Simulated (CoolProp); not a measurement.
The numbers come from the reference Helmholtz-energy equation of state, Lemmon 2005 in CoolProp. It is a short technical equation, of lower accuracy than the large ones.

Q: Give the vapour pressure (bar), liquid density (kg/m³), vapour density (kg/m³), enthalpy of vaporisation (kJ/kg) of saturated 1-butene at 300.1, 310.4, 341.4 K.

A: 
```csv
T (K),p (bar),liquid density (kg/m³),vapour density (kg/m³),enthalpy of vaporisation (kJ/kg)
300.1,3.15,586,7.79,358
310.4,4.24,572,10.4,346
341.4,9.23,529,22.4,305
```
